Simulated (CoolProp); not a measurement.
Model: reference Helmholtz-energy equation of state, Pan 2012, in CoolProp.

Give the vapour pressure (bar), liquid density (kg/m³), vapour density (kg/m³), surface tension (mN/m) of saturated R236FA at 231.6 K.


```json
[
 {"T (K)": "231.6", "p (bar)": "0.133", "liquid density (kg/m³)": "1570", "vapour density (kg/m³)": "1.06", "surface tension (mN/m)": "18.1"}
]
```

Surface tension comes from a separate correlation (Mulero 2012).
